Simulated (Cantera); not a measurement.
Gas mixture: N2O : NO = 0.093 : 0.7 (molar parts), at 2900 Pa, frozen composition.

Cantera's kinetic-theory transport with the Lennard-Jones parameters of GRI-Mech 3.0, ideal gas; thermal conductivity in the mixture-averaged form. The composition is frozen, though it would react at the higher temperatures.

One state of this run: ρ (kg/m³) = 0.00669; cp (J/kg/K) = 1228; μ (µPa s) = 59.1; λ (mW/m/K) = 102; Pr = 0.714; D (cm²/s) CO2 = 99.9; D (cm²/s) N2 = 125; D (cm²/s) C2H2 = 105. D: mixture-averaged diffusion coefficient of that species in the mixture.

Question: Which value of T (K) does it belong to?
(A) 400
(B) 1400
(C) 1650
(D) 900

Answer: C, 1650
